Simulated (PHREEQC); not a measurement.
Synthetic water in mg/kgw, 25 °C, pH 8.19:

```csv
constituent,mg/kgw
Na,2790
K,43
Ca,268
Mg,410
Cl,5480
S(6) as SO4,445
Alkalinity as HCO3,4.42
Si as SiO2,73.2
```

Cl is adjusted to close the charge balance.
Valence states are taken as typed.

The numbers come from PHREEQC with the Pitzer model, pitzer.dat.

Problem. The ionic strength comes out as 0.198 mol/kgw. What activity coefficients do H3SiO4-, MgOH+, Ca+2, Cl-, Mg+2 get?

Solution. H3SiO4- 0.64, MgOH+ 0.91, Ca+2 0.30, Cl- 0.72, Mg+2 0.32. Single-ion values are on the MacInnes scale.

This is a speciation only: nothing precipitates in the calculation. Complexes and solids missing from the database can't appear.
